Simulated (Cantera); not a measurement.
An adiabatic, constant-volume homogeneous reactor starts with CO : H₂ : O₂ : N₂ : H₂O = 1 : 0.51 : 1.24 : 4.65 : 0.42 (molar parts), at 1423 K and 1.00 atm. Integrator tolerance rtol = 1e-08.

Cantera simulation using GRI-Mech 3.0 (53 species, 325 reactions); the numbers are that mechanism's predictions, not measurements.

```tsv
quantity	before	after
time of steepest temperature rise	28.1 µs	4.26 µs
temperature at 0.800 s	2670 K	2806 K
equilibrium temperature	2670 K	2806 K
x(CO) at 0.800 s	0.0274 (gas-phase equilibrium 0.0274)	0.0177 (gas-phase equilibrium 0.0177)
x(H₂) at 0.800 s	0.00427 (gas-phase equilibrium 0.00427)	0.00250 (gas-phase equilibrium 0.00250)
x(O₂) at 0.800 s	0.0683 (gas-phase equilibrium 0.0683)	0.0636 (gas-phase equilibrium 0.0636)
x(H) at 0.800 s	0.00251 (gas-phase equilibrium 0.00251)	0.000988 (gas-phase equilibrium 0.000988)
x(H₂O) at 0.800 s	0.114 (gas-phase equilibrium 0.114)	0.120 (gas-phase equilibrium 0.120)
```

Question: Which change was made?
A) CO 1 to 0.37 parts
B) pressure from 1.00 atm to 9.87 atm
C) constant pressure in place of constant volume
D) N2 4.65 to 7.1 parts

Answer: B, pressure from 1.00 atm to 9.87 atm
